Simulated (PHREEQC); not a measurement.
Consider water at 30 °C with 6.8 mmol/kgw CaSO4, 1.8 mmol/kgw Na2SO4 and 1.1 mmol/kgw H4SiO4. Closed to the air; pH follows from the charge balance.

Computed with PHREEQC (ion-association model, phreeqc.dat).

No solid was allowed to form.

### Question
Order these S species by the share of S that they hold, largest first: CaSO4, NaSO4-, SO4-2.

### Answer
SO4-2 (78 %), CaSO4 (22 %), NaSO4- (0.78 %)

The pH is 6.41 and the ionic strength 0.0250 mol/kgw. Saturation is exceeded, for instance for Quartz (slow to form), Chalcedony (slow to form); the values hold only as long as no solid forms. Complexes and solids missing from the database can't appear.
